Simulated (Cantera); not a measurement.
**Roasting and sulfation: CaCO3 + SO2 + CO2 + O2**

Feed: 1 mol CaCO3, a varied amount of SO2, 2.8 mol CO2, 2.1 mol O2, held at 1600 °C and 140000 Pa.

These are equilibrium values from Cantera (NASA tables, ideal gas, pure condensed phases), not measurements of a reactor. Candidate condensed phases: C, Ca, CaCO3, CaO, CaS, CaSO4, S; 26 gas species. Kinetics and transport are ignored.

```
n(SO2) (mol)  x CO2   x O2   x SO2     x SO3      x CO       x O  n CaO(s)
------------  -----  -----  ------  --------  --------  --------  --------
0.076         0.635  0.351  0.0126   7.30e-5  0.000385  0.000118      1.00
0.1           0.633  0.350  0.0166   9.54e-5  0.000384  0.000118      1.00
0.14          0.629  0.348  0.0230  0.000132  0.000383  0.000118      1.00
0.19          0.623  0.345  0.0310  0.000177  0.000382  0.000117      1.00
0.26          0.616  0.341  0.0420  0.000239  0.000379  0.000117      1.00
0.35          0.608  0.336  0.0557  0.000314  0.000377  0.000116      1.00
0.47          0.596  0.330  0.0734  0.000410  0.000373  0.000115      1.00
0.64          0.581  0.321  0.0973  0.000537  0.000368  0.000113      1.00
0.86          0.562  0.310   0.127  0.000687  0.000362  0.000111      1.00
1.2           0.535  0.296   0.168  0.000890  0.000354  0.000109      1.00
1.6           0.506  0.280   0.212   0.00109  0.000344  0.000106      1.00
2.2           0.469  0.259   0.270   0.00134  0.000331  0.000102      1.00
2.9           0.432  0.238   0.328   0.00156  0.000318   9.75e-5      1.00
```
x: gas mole fraction; n: condensed amount in mol.

From 0.076 mol SO2 to 2.9 mol SO2 the condensed part is CaO(s).
